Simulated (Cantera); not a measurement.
NO annealing gas

A perfectly stirred reactor is fed with NO : N2 = 2.6 : 10 (molar parts), at 101000 Pa; it is held at 1823 K, and followed from long to short residence time.

Model: GRI-Mech 3.0 (53 species, 325 reactions), integrated in Cantera.

| τ (s) | x NO | x NO2 | x N2O | x N2 | x O | x O2 |
|---|---|---|---|---|---|---|
| 2.2 | 0.163 | 0.000130 | 1.13e-5 | 0.815 | 2.33e-5 | 0.0215 |
| 1.3 | 0.178 | 0.000118 | 1.35e-5 | 0.808 | 1.96e-5 | 0.0143 |
| 0.75 | 0.188 | 0.000103 | 1.52e-5 | 0.803 | 1.62e-5 | 0.00889 |
| 0.44 | 0.195 | 8.95e-5 | 1.63e-5 | 0.799 | 1.36e-5 | 0.00543 |
| 0.25 | 0.200 | 7.73e-5 | 1.71e-5 | 0.797 | 1.16e-5 | 0.00315 |
| 0.15 | 0.202 | 6.90e-5 | 1.75e-5 | 0.796 | 1.03e-5 | 0.00190 |
| 0.085 | 0.204 | 6.23e-5 | 1.76e-5 | 0.795 | 9.27e-6 | 0.00106 |
| 0.049 | 0.205 | 5.77e-5 | 1.76e-5 | 0.794 | 8.59e-6 | 0.000599 |
| 0.029 | 0.206 | 5.42e-5 | 1.73e-5 | 0.794 | 8.08e-6 | 0.000340 |
| 0.017 | 0.206 | 5.06e-5 | 1.68e-5 | 0.794 | 7.59e-6 | 0.000185 |
| 0.0096 | 0.206 | 4.61e-5 | 1.59e-5 | 0.794 | 6.97e-6 | 9.06e-5 |
x: mole fraction; the columns are a selection and need not sum to one.
